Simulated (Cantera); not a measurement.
Diamond growth

A diamond (100) surface in a fixed gas of H2 with x(CH4) = 0.0096, x(H) = 0.0004, at 1000 K, 180 Torr; coverages are run to steady state.

Detailed kinetics in Cantera: the Harris–Goodwin 1993 mechanism for the reconstructed diamond (100) surface.

```json
[
 {"x(CH3)": "1e-06", "growth (µm/h)": "0.108", "θ c6HH": "0.605", "θ c6H*": "0.0180", "θ c6*H": "0.367", "θ c6**": "0.00806", "θ c6HM": "0.00115"},
 {"x(CH3)": "2.1e-06", "growth (µm/h)": "0.225", "θ c6HH": "0.604", "θ c6H*": "0.0179", "θ c6*H": "0.367", "θ c6**": "0.00804", "θ c6HM": "0.00242"},
 {"x(CH3)": "4.4e-06", "growth (µm/h)": "0.471", "θ c6HH": "0.602", "θ c6H*": "0.0179", "θ c6*H": "0.365", "θ c6**": "0.00800", "θ c6HM": "0.00505"},
 {"x(CH3)": "9.3e-06", "growth (µm/h)": "0.986", "θ c6HH": "0.598", "θ c6H*": "0.0177", "θ c6*H": "0.362", "θ c6**": "0.00792", "θ c6HM": "0.0106"},
 {"x(CH3)": "1.9e-05", "growth (µm/h)": "1.98", "θ c6HH": "0.589", "θ c6H*": "0.0174", "θ c6*H": "0.357", "θ c6**": "0.00776", "θ c6HM": "0.0212"},
 {"x(CH3)": "4.1e-05", "growth (µm/h)": "4.12", "θ c6HH": "0.570", "θ c6H*": "0.0169", "θ c6*H": "0.345", "θ c6**": "0.00742", "θ c6HM": "0.0442"},
 {"x(CH3)": "8.6e-05", "growth (µm/h)": "8.04", "θ c6HH": "0.536", "θ c6H*": "0.0158", "θ c6*H": "0.323", "θ c6**": "0.00680", "θ c6HM": "0.0863"},
 {"x(CH3)": "0.00018", "growth (µm/h)": "14.7", "θ c6HH": "0.477", "θ c6H*": "0.0140", "θ c6*H": "0.286", "θ c6**": "0.00575", "θ c6HM": "0.158"},
 {"x(CH3)": "0.00038", "growth (µm/h)": "24.5", "θ c6HH": "0.391", "θ c6H*": "0.0113", "θ c6*H": "0.232", "θ c6**": "0.00425", "θ c6HM": "0.264"}
]
```
θ: site fractions in the mechanism's names (c6HH fully hydrogenated, c6H* and c6*H radical sites, c6** diradical, c6HM methylated).
